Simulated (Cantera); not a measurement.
Feed: 1 mol Ta2O5, 250 mol H2, 3.1 mol H2O, held at 1625 °C and 0.143 Torr.

Method: chemical equilibrium by Gibbs-energy minimisation in Cantera with the NASA 1993 tables (ideal gas, pure condensed phases). Candidate condensed phases: H2O, Ta, Ta2O5; 12 gas species. Kinetics and transport are ignored.

Base state: H2 0.933, H 0.0548, H2O 0.0120, TaO2 0.000253, OH 5.75e-5 (mole fractions); condensed: Ta2O5(s).

Problem. What changes in the equilibrium state with this change: temperature from 1625 °C to 977 °C?

Solution. 
```
species          before    after
-------------  --------  -------
H2                0.933    0.988
H2O              0.0120   0.0122
H                0.0548  3.49e-5
TaO2           0.000253    <1e-9
OH              5.75e-5  4.46e-9
Ta2O5(s), mol     0.966     1.00
```
